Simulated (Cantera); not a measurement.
A diamond (100) surface in a fixed gas of H2 with x(CH4) = 0.0028, x(H) = 0.0011, x(CH3) = 4.9e-05, at 1275 K; coverages are run to steady state.

Model: the Harris–Goodwin 1993 mechanism for the reconstructed diamond (100) surface, integrated in Cantera.

One state of this run: growth (µm/h) = 0.0844; θ c6HH = 0.430; θ c6H* = 0.0445; θ c6*H = 0.497; θ c6** = 0.0283; θ c6HM = 6.79e-5. θ: site fractions in the mechanism's names (c6HH fully hydrogenated, c6H* and c6*H radical sites, c6** diradical, c6HM methylated).

Which value of P (Pa) does it belong to?
(A) 2100
(B) 380
(C) 12000
(D) 21000

A, 2100
